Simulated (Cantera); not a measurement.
A Cantera script and what it prints.

```python
import numpy as np
import cantera as ct

gas_names = """
    CL CL2 H HCL H2 N NH NH2 NH3 N2 N2H2 N2H4 Si SiCL SiCL2 SiCL3 SiCL4 SiH SiHCL3 SiH2 SiH2CL2 SiH3
    SiH3CL SiH4 SiN Si2 Si2N Si3
""".split()
cond_names = """
    NH4CL(a) NH4CL(b) Si(cr) Si(L) Si3N4(a)
""".split()


# ... load() reads the species with a 1 bar reference pressure and builds the phases ...
atoms = {
    'Si2Cl6': {'Si': 2, 'CL': 6},
    'HCl': {'H': 1, 'CL': 1},
    'N2': {'N': 2},
}
top_T = {'Si3N4(a)': 2400}  # K; cautious upper limits of use, not melting points


# ... equilibrate(T, P, feed) seeds the gas with the atoms and calls Mixture.equilibrate('TP', solver="vcs", rtol=1e-11, max_steps=5000) ...
results = []
T = 1500  # K
P = 101325  # Pa
for m in [0.02, 0.05, 0.12, 0.31, 0.76, 1.9, 4.7]:
    feed = {'Si2Cl6': 1, 'HCl': m, 'N2': 11}  # mol
    mix = equilibrate(T, P, feed)
    results.append((T, P, feed, dict(zip(mix.species_names, mix.species_moles))))

top = {s: max(r[3][s] / sum(r[3][g] for g in gas_names) for r in results) for s in gas_names}
cols = sorted((s for s in top if top[s] > 1e-06), key=lambda s: -top[s])[:8]
seen = [c for c in cond_names if any(r[3].get(c, 0) > 1e-12 for r in results)]
print("log10 of partial pressures in bar; condensed amounts in mol")
print(f"{'n(HCl)':>10s}" + "".join(f"{s[:9]:>10s}" for s in cols + seen))
for T, P, feed, n in results:
    ng = sum(n[g] for g in gas_names)
    print(f"{feed['HCl']:10.4g}" + "".join(f"{np.log10(max(n[s] / ng * P / 1e5, 1e-99)):10.3f}" for s in cols)
          + "".join(f"{n.get(c, 0):10.4g}" for c in seen))
```

Output:

```
log10 of partial pressures in bar; condensed amounts in mol
    n(HCl)        N2       HCL     SiCL4        H2     SiCL3     SiCL2    SiHCL3        CL  Si3N4(a)
      0.02    -0.054    -2.789    -0.955    -5.623    -1.876    -2.295    -4.774    -4.825    0.1429
      0.05    -0.055    -2.394    -0.956    -4.832    -1.876    -2.295    -4.379    -4.826    0.1428
      0.12    -0.058    -2.021    -0.958    -4.083    -1.878    -2.295    -4.006    -4.827    0.1425
      0.31    -0.064    -1.626    -0.965    -3.289    -1.882    -2.296    -3.612    -4.830     0.141
      0.76    -0.079    -1.274    -0.977    -2.575    -1.888    -2.298    -3.262    -4.835    0.1351
       1.9    -0.113    -0.956    -0.997    -1.918    -1.897    -2.296    -2.943    -4.846    0.1093
       4.7    -0.182    -0.705    -1.012    -1.385    -1.897    -2.281    -2.676    -4.861   0.01393
```

These are equilibrium values from Cantera (NASA tables, ideal gas, pure condensed phases), not measurements of a reactor. The feed counts by its element totals alone. The tables' values for SiCl3 are old estimates; treat these amounts as uncertain.
